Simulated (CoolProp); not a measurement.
Saturated liquid density (kg/m³) of cyclopropane: the reference equation beside estimates from Tc = 398.7 K, pc = 56.05 bar, ω = 0.131. Rackett uses Z = 0.29056 − 0.08775 ω.

Computed with CoolProp (reference Helmholtz-energy equation of state, Polt 1992). This equation is an older, rougher fit; its heat capacities, sound speeds and derivatives of the liquid may be far off and weren't checked against measurements.

```tsv
T (K)	reference	Rackett	van der Waals	Redlich-Kwong	Soave-Redlich-Kwong	Peng-Robinson
311	598.5	583.5	375.3	533.7	544.9	618.0
313	595.1	580.3	373.2	529.9	541.1	613.8
315	591.8	577.1	371.1	526.0	537.3	609.5
317	588.4	573.9	368.9	522.1	533.4	605.1
319.1	584.7	570.4	366.6	517.9	529.3	600.5
321.1	581.2	567.1	364.3	513.9	525.3	596.0
323.1	577.7	563.7	362.1	509.8	521.3	591.4
325.1	574.1	560.3	359.8	505.6	517.2	586.7
327.1	570.5	556.9	357.4	501.4	513.0	581.9
329.1	566.8	553.4	355.1	497.2	508.7	577.1
331.1	563.1	549.8	352.6	492.8	504.4	572.1
333.2	559.1	546.1	350.1	488.2	499.8	566.9
335.2	555.3	542.4	347.6	483.7	495.3	561.7
337.2	551.3	538.7	345.1	479.2	490.7	556.5
339.2	547.4	534.9	342.5	474.5	486.1	551.2
```

Absolute difference from the reference over all 15 rows, mean and median: Rackett 2.4 and 2.4 %, van der Waals 37.3 and 37.3 %, Redlich-Kwong 12.0 and 11.9 %, Soave-Redlich-Kwong 10.0 and 9.9 %, Peng-Robinson 2.1 and 2.2 %.
